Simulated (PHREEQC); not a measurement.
Consider water at 85 °C with 2.2 mmol/kgw HNO3 and 0.28 mmol/kgw Fe(NO3)3. Closed to the air; pH follows from the charge balance.

Computed with PHREEQC (ion-association model, wateq4f.dat).

This is a speciation only: nothing precipitates in the calculation.

Order these Fe species by the share of Fe that they hold, largest first: Fe(OH)2+, Fe2(OH)2+4, FeOH+2, Fe+3.

FeOH+2 (57 %), Fe(OH)2+ (42 %), Fe+3 (1.5 %), Fe2(OH)2+4 (0.11 %)

The pH is 2.61 and the ionic strength 0.00321 mol/kgw. The solution is supersaturated, for example in Hematite (slow to form), Goethite (slow to form), so a real one may precipitate; this is no full list. Constants without temperature data keep their 25 °C values here.
